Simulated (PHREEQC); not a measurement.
Dissolve 0.11 mol H2SO4, 0.00037 mol CuSO4 and 0.0029 mol MgSO4 per kg of water at 25 °C. Closed to the air; pH follows from the charge balance.

The numbers come from PHREEQC with the ion-association model, phreeqc.dat.

This is a speciation only: nothing precipitates in the calculation.

Task: Estimate the pH.

Result: pH 0.98.

Task: In which forms is S present?

Result: HSO4- 80 %, SO4-2 19 %, MgSO4 0.9 % of the S.

Complexes and solids missing from the database can't appear.
